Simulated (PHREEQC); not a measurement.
Consider water at 39 °C with 0.002 mol Fe2(SO4)3 and 3.5e-05 mol CdBr2 per kg of water. Closed to the air; pH follows from the charge balance.

All values are PHREEQC results (ion-association model, phreeqc.dat), not measurements.

Q: The ionic strength comes out as 0.0120 mol/kgw. What activity coefficients do Fe+3, H+, HSO4-, FeSO4+, Br- get?

A: Fe+3 0.41, H+ 0.91, HSO4- 0.89, FeSO4+ 0.89, Br- 0.89.

No solid was allowed to form. Saturation is exceeded, for instance for Hematite (slow to form), Goethite (slow to form); the values hold only as long as no solid forms. Complexes and solids missing from the database can't appear. Constants without temperature data keep their 25 °C values here.
